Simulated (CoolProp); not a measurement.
Vapour-liquid equilibrium of R125 (1) + R134a (2) at 0.00628 MPa; x and y are mole fractions of (1).

Values from CoolProp's multi-fluid Helmholtz-energy mixture model, Lemmon 2005 and Tillner-Roth 1994; pair parameters Lemmon 2004.

| x | bubble temperature (°C) | y at the bubble point | dew temperature at overall composition x (°C) | liquid density (mol/L) |
|---|---|---|---|---|
| 0.05 | -75.0 | 0.174 | -73.7 | 14.78 |
| 0.125 | -77.5 | 0.370 | -74.5 | 14.74 |
| 0.2 | -79.5 | 0.513 | -75.3 | 14.69 |
| 0.275 | -81.4 | 0.621 | -76.2 | 14.63 |
| 0.35 | -83.0 | 0.703 | -77.2 | 14.56 |
| 0.425 | -84.4 | 0.768 | -78.2 | 14.49 |
| 0.5 | -85.7 | 0.820 | -79.3 | 14.42 |
| 0.575 | -86.8 | 0.862 | -80.5 | 14.34 |
| 0.65 | -87.9 | 0.896 | -81.9 | 14.26 |
| 0.725 | -88.8 | 0.925 | -83.4 | 14.17 |
| 0.8 | -89.7 | 0.950 | -85.2 | 14.09 |
| 0.875 | -90.6 | 0.971 | -87.2 | 14.00 |
| 0.95 | -91.3 | 0.989 | -89.8 | 13.91 |

No azeotrope shows between x = 0.05 and 0.95.

Pair parameters are fitted to limited data, so mixtures are less certain than the pure fluids.
